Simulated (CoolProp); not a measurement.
R407C at 250.1 K and 0.0651 MPa flows at 4.3 m/s in a round tube of 6 mm bore and 1.5 µm roughness, fully developed (64/Re and Nu = 3.66 if laminar; Colebrook and Gnielinski if turbulent). Each further row changes one setting.

The numbers come from the reference Helmholtz-energy equation of state, Lemmon 2003 in CoolProp. It is a pseudo-pure fit of the blend.

| case | Reynolds number | Darcy friction factor | pressure drop (Pa/m) | heat-transfer coefficient (W/(m² K)) | mass flow (kg/h) |
|---|---|---|---|---|---|
| as stated | 7010 | … | 146 | 37.4 | … |
| velocity 8.6 m/s | 14000 | … | … | … | … |
| diameter 12 mm | 14000 | 0.0285 | … | 33.3 | … |

Fill in the missing entries.


- as stated, Darcy friction factor: 0.0343
- as stated, mass flow (kg/h): 1.21
- velocity 8.6 m/s, Darcy friction factor: 0.0287
- velocity 8.6 m/s, pressure drop (Pa/m): 488
- velocity 8.6 m/s, heat-transfer coefficient (W/(m² K)): 67.2
- velocity 8.6 m/s, mass flow (kg/h): 2.41
- diameter 12 mm, pressure drop (Pa/m): 60.5
- diameter 12 mm, mass flow (kg/h): 4.82

Viscosity comes from a separate model (Geller 2000). Thermal conductivity comes from a separate model (Geller 2001).
